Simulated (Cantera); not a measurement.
What does this Cantera script print?

```python
import numpy as np
import cantera as ct

gas_names = [...]  # 118 gases of nasa_gas.yaml made of C, Cl, F, H
cond_names = """
    C(gr) C6H6(L) C7H8(L) C8H18(L),n-octa
""".split()


# ... load() reads the species with a 1 bar reference pressure and builds the phases ...
atoms = {
    'CH3F': {'C': 1, 'H': 3, 'F': 1},
    'HCl': {'H': 1, 'CL': 1},
    'F2': {'F': 2},
}
top_T = {'C(gr)': 4500}  # K; cautious upper limits of use, not melting points


# ... equilibrate(T, P, feed) seeds the gas with the atoms and calls Mixture.equilibrate('TP', solver="vcs", rtol=1e-11, max_steps=5000) ...
results = []
feed = {'CH3F': 1, 'HCl': 0.55, 'F2': 0.073}  # mol
T = 1873.15  # K
P = 560  # Pa
mix = equilibrate(T, P, feed)
results.append((T, P, feed, dict(zip(mix.species_names, mix.species_moles))))
print(gas.report(threshold=1e-06))
for i in range(1, mix.n_phases):
    print(f"{mix.phase(i).name:16s} {mix.phase_moles(i):12.5e} mol")
```

Result:

```
       temperature   1873.2 K
          pressure   560 Pa
           density   0.00061261 kg/m^3
  mean mol. weight   17.037 kg/kmol
   phase of matter   gas

                          1 kg             1 kmol
                     ---------------   ---------------
          enthalpy       -5.1306e+06       -8.7412e+07  J
   internal energy       -6.0447e+06       -1.0299e+08  J
           entropy             15788        2.6899e+05  J/K
    Gibbs function       -3.4704e+07       -5.9127e+08  J
 heat capacity c_p            1989.7             33899  J/K
 heat capacity c_v            1501.6             25584  J/K

                      mass frac. Y      mole frac. X     chem. pot. / RT
                     ---------------   ---------------   ---------------
    C2H2,acetylene        0.00016739        0.00010953           -30.761
                CL         0.0047489         0.0022823           -26.033
                 F        1.6791e-06        1.5058e-06           -35.215
                 H        0.00030248         0.0051126           -12.753
               HCL           0.44215           0.20663           -38.786
                HF           0.51114           0.43529           -47.969
                H2          0.041483           0.35058           -25.507
     [ +111 minor]        1.9263e-06        9.4335e-07

C(gr)             9.99421e-01 mol
```

These are equilibrium values from Cantera (NASA tables, ideal gas, pure condensed phases), not measurements of a reactor.
